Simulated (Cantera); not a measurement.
## Thermodynamics of silicon carbide growth, feed SiHCl3 + CH4 + H2

Feed: 1 mol SiHCl3, 0.013 mol CH4, 40 mol H2, equilibrated at 0.825 Torr.

Method: chemical equilibrium by Gibbs-energy minimisation in Cantera with the NASA 1993 tables (ideal gas, pure condensed phases). Candidate condensed phases: C, C6H6, C7H8, C8H18, Si, SiC; 109 gas species. Mutual solubility and eutectic melting of coexisting phases are not modelled. The tables' values for SiCl, SiCl3 are old estimates; treat these amounts as uncertain. Gases not in the tables: Si2H6 and higher silanes. Kinetics and transport are ignored.

```tsv
T (K)	x H2	x H	x HCl	x Cl	x Si	n Si(s)	n SiC(s)	n Si(l)
1148	0.939	2.09e-6	0.0533	1.05e-7	1.66e-10	0.648	0.0130	0
1248	0.937	1.36e-5	0.0544	6.77e-7	7.05e-9	0.639	0.0130	0
1348	0.937	6.75e-5	0.0537	3.23e-6	1.71e-7	0.618	0.0130	0
1448	0.938	0.000269	0.0528	1.24e-5	2.66e-6	0.599	0.0130	0
1548	0.937	0.000899	0.0520	3.98e-5	2.89e-5	0.580	0.0130	0
1648	0.936	0.00260	0.0511	0.000111	0.000234	0.553	0.0130	0
1748	0.930	0.00664	0.0515	0.000284	0.00132	0	0.0125	0.514
1848	0.917	0.0153	0.0520	0.000659	0.00570	0	0.00966	0.334
1948	0.889	0.0321	0.0546	0.00148	0.0147	0	0	0
2048	0.853	0.0624	0.0587	0.00318	0.0182	0	0	0
2148	0.802	0.113	0.0575	0.00590	0.0197	0	0	0
2248	0.728	0.189	0.0521	0.00979	0.0198	0	0	0
2348	0.627	0.295	0.0438	0.0148	0.0190	0	0	0
2448	0.502	0.425	0.0337	0.0203	0.0177	0	0	0
```
x: gas mole fraction; n: condensed amount in mol.

From 1148 K to 1648 K the condensed part is Si(s) + SiC(s). From 1748 K to 1848 K the condensed part is Si(l) + SiC(s). From 1948 K to 2448 K nothing is condensed. The main Si-bearing gas is SiCl2 at 1148 K and Si at 2448 K.
